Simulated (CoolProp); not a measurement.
2000 sccm (0 °C, 1 atm) of nitrogen bubbles through liquid octamethyltrisiloxane (MDM) at 286.7 K and leaves saturated at a total pressure of 0.00453 MPa (ideal gas phase). Each further row changes one setting.

Values from CoolProp's reference Helmholtz-energy equation of state, Thol 2017.

| case | vapour pressure (kPa) | mole fraction of vapour | delivery (mg/min) | delivery (sccm) | change of delivery for a bath 1 K warmer (%) |
|---|---|---|---|---|---|
| as stated | 0.227 | 0.0501 | [?] | [?] | [?] |
| bath temperature 291.7 K | [?] | [?] | 1620 | [?] | 7.7 |
| total pressure 0.00906 MPa | 0.227 | [?] | [?] | 51.4 | 7.7 |

What belongs in the gaps?


- as stated, delivery (mg/min): 1110
- as stated, delivery (sccm): 106
- as stated, change of delivery for a bath 1 K warmer (%): 7.9
- bath temperature 291.7 K, vapour pressure (kPa): 0.323
- bath temperature 291.7 K, mole fraction of vapour: 0.0714
- bath temperature 291.7 K, delivery (sccm): 154
- total pressure 0.00906 MPa, mole fraction of vapour: 0.0251
- total pressure 0.00906 MPa, delivery (mg/min): 543
